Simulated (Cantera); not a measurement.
A closed system holds: 1 mol borazine, a varied amount of H2O, at 0.130 bar.

Cantera equilibrium calculation (NASA polynomials, part measured and part estimated; ideal gas, pure solids and liquids). Candidate condensed phases: B, BN, B2O3, B3O3H3, H2O; 39 gas species. The feed counts by its element totals alone. Mutual solubility and eutectic melting of coexisting phases are not modelled. Gases not in the tables: H3BO3. The numbers say what is thermodynamically allowed, not how fast it happens.

Stable condensed phases, one row left out:

```
T in K \ n(H2O) in mol
          0.2 0.41 0.62 0.83    1  1.2  1.5
   2473     A    A    A    A    A    A    A
   2323     B    B    C    C    C    C    C
   2173     C    C    C    C    C    C    C
   2023     C    C    C    C    C    C    C
   1873     C    C    C    C    C    C    C
   1573     D    D    D    D    D    D    D
   1423     D    D    D    D    D    D    D
   1273     D    D    D    D    D    D    D
   1123     D    D    D    D    D    D    D
    973     D    D    D    D    D    D    D
    823     D    D    D    D    D    D    D
```

A: B; B: B + BN; C: BN; D: BN + B2O3.

Task: Give the row for 1723 K.

Result: 0.2: BN; 0.41: BN + B2O3; 0.62: BN + B2O3; 0.83: BN + B2O3; 1: BN + B2O3; 1.2: BN + B2O3; 1.5: BN + B2O3.
